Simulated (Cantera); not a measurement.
Transport properties of process gases

Gas mixture: CH₄ : C₂H₂ : C₂H₆ = 0.52 : 0.11 : 0.3 (molar parts), at 0.825 Torr, frozen composition.

Cantera's kinetic-theory transport with the Lennard-Jones parameters of GRI-Mech 3.0, ideal gas; thermal conductivity in the mixture-averaged form. The composition is frozen, though it would react at the higher temperatures.

```tsv
T (K)	ρ (kg/m³)	cp (J/kg/K)	μ (µPa s)	λ (mW/m/K)	Pr	D (cm²/s) H₂	D (cm²/s) N₂	D (cm²/s) CO₂
400	0.000719	2282	13.5	43.4	0.712	1000	287	219
600	0.000480	2997	18.7	77.6	0.723	1990	582	459
800	0.000360	3592	23.1	114	0.727	3220	951	761
1000	0.000288	4081	27.1	151	0.731	4670	1390	1120
1200	0.000240	4466	30.7	187	0.732	6320	1880	1530
1400	0.000206	4773	34.0	222	0.732	8170	2430	1980
```
D: mixture-averaged diffusion coefficient of that species in the mixture.
